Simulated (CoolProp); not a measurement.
Computed with CoolProp (reference Helmholtz-energy equation of state, Fiedler 2023).

Question: For tetrahydrofuran, give the phase and the cp (kJ/(kg K)), cv (kJ/(kg K)), speed of sound (m/s), isothermal compressibility (1/MPa) at 320.8 K and 5680 kPa.

Answer: 
- 320.8 K and 5680 kPa: liquid; cp 1.80, cv 1.27, speed of sound 1200, isothermal compressibility 0.00113
